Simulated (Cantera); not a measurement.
Standard-state values (1 bar) from the NASA 1993 polynomials, evaluated with Cantera. Values are per mole of reaction as written; species without (g) are pure solids or liquids, kept so even where they would boil at 1 bar.

Question: Between 823 and 1573 K, where is each reaction favourable under standard conditions?
- Cl2(g) + 2 FeCl2 → Fe2Cl6(g)

Answer: 
- Cl2(g) + 2 FeCl2 → Fe2Cl6(g): ΔG° is -29 kJ at 823 K and -3 kJ at 1573 K; it stays negative (K > 1). ΔH° is -108 kJ and ΔS° -67 J/K at 1573 K.
